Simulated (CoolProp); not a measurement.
Aqueous magnesium chloride as a coolant, 18 % by mass, freezing at -23.4 °C, 1 atm.

Computed with CoolProp (Melinder's fits for secondary coolants).

```csv
T (°C),conductivity (W/(m K)),Prandtl number,viscosity (mPa s),cp (kJ/(kg K))
-17.7,0.491,49.4,7.81,3.100
-10.2,0.503,36.8,5.92,3.120
-2.7,0.515,27.9,4.57,3.141
4.9,0.528,21.4,3.57,3.161
12.4,0.541,16.6,2.83,3.181
19.9,0.554,13.1,2.26,3.201
27.4,0.566,10.3,1.81,3.221
35,0.579,8.13,1.45,3.242
```
